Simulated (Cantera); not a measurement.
Input: 1 mol Si, 0.0069 mol O2, 58 mol H2, equilibrated at 0.00500 bar.

Method: chemical equilibrium by Gibbs-energy minimisation in Cantera with the NASA 1993 tables (ideal gas, pure condensed phases). Candidate condensed phases: H2O, Si, SiO2; 18 gas species. Mutual solubility and eutectic melting of coexisting phases are not modelled. The tables hold silica as quartz up to 1696 K and as liquid above; real silica turns to tridymite and cristobalite and melts near 1996 K. Gases not in the tables: Si2H6 and higher silanes. Kinetics and transport are ignored.

Task: Which condensed phases are stable at each of these points (T (K)): 900, 1000, 1100, 1200, 1300, 1400, 1500, 1600, 1700, 1800, 1900, 2000?

Result: 
```csv
T (K),condensed phases,Si condensed (%)
900,Si(s) + SiO2(β-quartz),100.0
1000,Si(s) + SiO2(β-quartz),100.0
1100,Si(s) + SiO2(β-quartz),100.0
1200,Si(s) + SiO2(β-quartz),99.4
1300,Si(s),98.6
1400,Si(s),98.6
1500,Si(s),98.6
1600,Si(s),98.5
1700,Si(l),97.7
1800,Si(l),94.4
1900,Si(l),82.3
2000,Si(l),42.6
```

From 900 K to 1200 K the condensed part is Si(s) + SiO2(β-quartz). From 1300 K to 1600 K the condensed part is Si(s). From 1700 K to 2000 K the condensed part is Si(l).
